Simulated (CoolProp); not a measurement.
Vapour-liquid equilibrium of R22 (1) + acetone (2) at -6.15 °C; x and y are mole fractions of (1).

Values from CoolProp's multi-fluid Helmholtz-energy mixture model, Kamei 1995 and Lemmon 2006; pair parameters Bell 2016.

```csv
x,bubble pressure (MPa),y at the bubble point,dew pressure at overall composition x (MPa),liquid density (mol/L)
0.05,0.02400,0.732,0.007001,14.17
0.125,0.04166,0.853,0.007595,14.29
0.2,0.05555,0.895,0.008298,14.42
0.275,…,0.922,0.009144,14.55
0.35,0.08530,0.942,0.01018,14.68
0.425,0.1049,0.958,0.01148,14.81
0.5,0.1296,0.971,0.01316,…
0.575,0.1603,0.982,0.01542,15.05
0.65,0.1975,0.989,0.01861,15.15
0.725,0.2409,0.994,…,…
0.8,0.2885,0.997,0.03158,15.27
0.875,0.3367,0.999,0.04793,15.26
0.95,0.3808,1.000,0.09402,15.18
```

Q: Some entries are withheld; supply them.

A: 
- 0.275, bubble pressure (MPa): 0.06937
- 0.5, liquid density (mol/L): 14.93
- 0.725, dew pressure at overall composition x (MPa): 0.02343
- 0.725, liquid density (mol/L): 15.23

No azeotrope shows between x = 0.05 and 0.95.

The pair parameters rest on a limited set of measurements; away from them the model extrapolates.
